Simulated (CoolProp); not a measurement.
Vapour-liquid equilibrium of carbonyl sulfide (1) + propane (2) at 1810 kPa; x and y are mole fractions of (1).

Model: multi-fluid Helmholtz-energy mixture model, Lemmon 2006 and Lemmon 2009; pair parameters Bell 2016, in CoolProp.

```
x     bubble temperature, mixture model (K)  bubble temperature, Raoult's law (K)  y, mixture model  y, Raoult's law
----  -------------------------------------  ------------------------------------  ----------------  ---------------
0.05                                  324.7                                 324.9             0.062            0.065
0.15                                      ?                                 323.5             0.180            0.190
0.25                                  321.6                                 322.1                 ?            0.307
0.35                                  320.3                                 320.7                 ?            0.417
0.45                                  319.1                                 319.4             0.495            0.521
0.55                                  317.9                                 318.1             0.594            0.619
0.65                                  316.8                                 316.8             0.690            0.712
0.75                                  315.7                                 315.6             0.783            0.800
0.85                                  314.5                                 314.5             0.874            0.883
0.95                                  313.4                                 313.3                 ?            0.962
```

Task: Complete the blanks.

Result: 
- 0.15, bubble temperature, mixture model (K): 323.1
- 0.25, y, mixture model: 0.289
- 0.35, y, mixture model: 0.394
- 0.95, y, mixture model: 0.959

The largest gap from Raoult's law is -0.5 K in bubble temperature, at x = 0.25. No azeotrope shows between x = 0.05 and 0.95.

The pair parameters rest on a limited set of measurements; away from them the model extrapolates.
